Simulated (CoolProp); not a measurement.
Saturation properties of oxygen (Tc = 154.6 K, pc = 5.046 MPa, ω = 0.022).

The numbers come from the reference Helmholtz-energy equation of state, Schmidt 1985 in CoolProp.

```tsv
T (K)	p (MPa)	enthalpy of vaporisation (kJ/kg)	vapour Z	liquid viscosity (µPa s)
86.7	0.06926	216.4	0.9757	___
90.3	0.1025	212.9	0.9677	194
93.9	0.1469	209.3	0.9580	177
97.6	___	205.3	0.9463	162
101.2	___	201.2	___	___
104.8	0.3728	196.7	0.9182	137
108.4	0.4858	___	0.9014	126
112.1	___	186.6	0.8822	116
115.7	0.7895	181.0	___	107
119.3	0.9814	174.9	0.8388	99.0
122.9	1.205	168.3	0.8138	91.3
126.6	1.470	160.7	0.7857	84.0
```

Q: Complete the blanks.

A: 
- 86.7, liquid viscosity (µPa s): 214
- 97.6, p (MPa): 0.2066
- 101.2, p (MPa): 0.2806
- 101.2, vapour Z: 0.9332
- 101.2, liquid viscosity (µPa s): 148
- 108.4, enthalpy of vaporisation (kJ/kg): 191.9
- 112.1, p (MPa): 0.6263
- 115.7, vapour Z: 0.8615

It boils at 90.2 K under 1 atm.

Viscosity comes from a separate model (Lemmon 2004).
